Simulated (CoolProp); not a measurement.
Vapour pressure (bar) of acetone: the reference equation beside estimates from Tc = 235.0 °C, pc = 46.92 bar, ω = 0.307.

Values from CoolProp's reference Helmholtz-energy equation of state, Lemmon 2006. It is a short technical equation, of lower accuracy than the large ones.

```tsv
T (°C)	reference	van der Waals	Peng-Robinson
63.15	1.283	7.025	1.272
69.55	1.573	7.761	1.562
76.05	1.918	8.560	1.906
82.45	2.313	9.397	2.301
88.95	2.775	10.30	2.765
95.45	3.307	11.26	3.298
101.85	3.903	12.26	3.898
108.35	4.590	13.33	4.589
114.85	5.366	14.45	5.371
121.25	6.223	15.62	6.237
127.75	7.197	16.87	7.221
134.25	8.282	18.18	8.319
```

Absolute difference from the reference over all 12 rows, mean and median: van der Waals 248.7 and 227.3 %, Peng-Robinson 0.4 and 0.3 %.
